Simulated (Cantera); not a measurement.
Charge: 1 mol SiCl₄, 5.8 mol H₂, equilibrated at 848 K and 1 atm.

These are equilibrium values from Cantera (NASA tables, ideal gas, pure condensed phases), not measurements of a reactor. Candidate condensed phases: Si; 19 gas species. The tables' values for SiCl₃ are old estimates; treat these amounts as uncertain. The numbers say what is thermodynamically allowed, not how fast it happens.

Base state: H₂ 0.839, SiCl₄ 0.134, HCl 0.0136, SiHCl₃ 0.0134, SiH₂Cl₂ 0.000117, SiCl₃ 2.50e-5 (mole fractions); condensed: gas only.

### Question
What changes in the equilibrium state with this change: SiCl₄ replaced by Si?

### Answer
```tsv
species	before	after
H₂	0.839	1.00
SiCl₄	0.134	0
HCl	0.0136	0
SiHCl₃	0.0134	0
SiH₂Cl₂	0.000117	0
SiCl₃	2.50e-5	0
Si(s), mol	0	1.000
```

### Question
What changes in the equilibrium state with this change: temperature from 848 K to 1325 K?

### Answer
```json
[
 {"species": "H₂", "before": "0.839", "after": "0.769"},
 {"species": "HCl", "before": "0.0136", "after": "0.0876"},
 {"species": "SiCl₄", "before": "0.134", "after": "0.0751"},
 {"species": "SiCl₂", "before": "3.38e-7", "after": "0.0170"},
 {"species": "SiCl₃", "before": "2.50e-5", "after": "0.0153"},
 {"species": "SiHCl₃", "before": "0.0134", "after": "0.0338"},
 {"species": "SiH₃Cl", "before": "2.43e-7", "after": "3.97e-5"},
 {"species": "SiH₂Cl₂", "before": "0.000117", "after": "0.00218"}
]
```

### Question
What changes in the equilibrium state with this change: temperature from 848 K to 1150 K?

### Answer
| species | before | after |
|---|---|---|
| H₂ | 0.839 | 0.807 |
| SiCl₄ | 0.134 | 0.103 |
| HCl | 0.0136 | 0.0464 |
| SiHCl₃ | 0.0134 | 0.0364 |
| SiCl₂ | 3.38e-7 | 0.00148 |
| SiCl₃ | 2.50e-5 | 0.00374 |
| SiH₃Cl | 2.43e-7 | 1.93e-5 |
| SiH₂Cl₂ | 0.000117 | 0.00161 |
